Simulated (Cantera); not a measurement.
ZrO2 + H2 + N2 (hydrogen reduction and annealing atmospheres)

Input: 1 mol ZrO2, 15 mol H2, 13 mol N2, at 1300 °C and 21.0 mbar.

Cantera equilibrium calculation (NASA polynomials, part measured and part estimated; ideal gas, pure solids and liquids). Candidate condensed phases: H2O, Zr, ZrN, ZrO2; 28 gas species. Equilibrium is a limit: real reactors are often held back by kinetics, nucleation or transport.

The x(H2) comes out as 0.536. The x(N2) is 0.464 and the x(H) is 0.000205. The x(H2O) is 7.11e-6. The n(ZrO2(tetragonal)) is 1.000 mol and the gas amount comes out as 28.00 mol. The log10 activity of Zr(β) (absent) comes out as -6.29.
